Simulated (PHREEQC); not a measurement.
Dissolve 1.9 mmol/kgw CuSO4, 0.079 mmol/kgw ZnCl2 and 4.7 mmol/kgw H2SO4 at 15 °C and 500 atm. Closed to the air; pH follows from the charge balance.

The numbers come from PHREEQC with the ion-association model, phreeqc.dat.

Each row changes one thing in this solution. This is a speciation only: nothing precipitates in the calculation.

| case | pH | ionic strength (mol/kgw) | SO4-2 (mol/kgw) | Cu+2 (mol/kgw) | HSO4- (mol/kgw) | CuSO4 (mol/kgw) |
|---|---|---|---|---|---|---|
| as made | 2.13 | 0.0182 | 0.00510 | 0.00155 | 0.00114 | 0.000346 |
| H2SO4 from 0.0047 to 0.00423 mol/kgw | 2.17 | 0.0172 | 0.00480 | 0.00156 | 0.000980 | 0.000335 |
| H2SO4 from 0.0047 to 0.0235 mol/kgw | 1.51 | 0.0546 | 0.0141 | 0.00139 | 0.0108 | 0.000513 |
| H2SO4 from 0.0047 to 0.00235 mol/kgw | 2.41 | 0.0128 | 0.00352 | 0.00162 | 0.000432 | 0.000283 |
| temperature from 15 to 30 °C | 2.15 | 0.0174 | 0.00473 | 0.00154 | 0.00149 | 0.000364 |
| H2SO4 from 0.0047 to 0.00517 mol/kgw | 2.09 | 0.0193 | [?] | 0.00154 | 0.00130 | 0.000356 |
| temperature from 15 to 25 °C | 2.14 | 0.0177 | [?] | 0.00154 | 0.00136 | 0.000359 |

### Question
Complete the blanks.

### Answer

- H2SO4 from 0.0047 to 0.00517 mol/kgw, SO4-2 (mol/kgw): 0.00539
- temperature from 15 to 25 °C, SO4-2 (mol/kgw): 0.00486

Complexes and solids missing from the database can't appear. Under pressure, the constants of complexes without a molar volume in the database are unreliable.
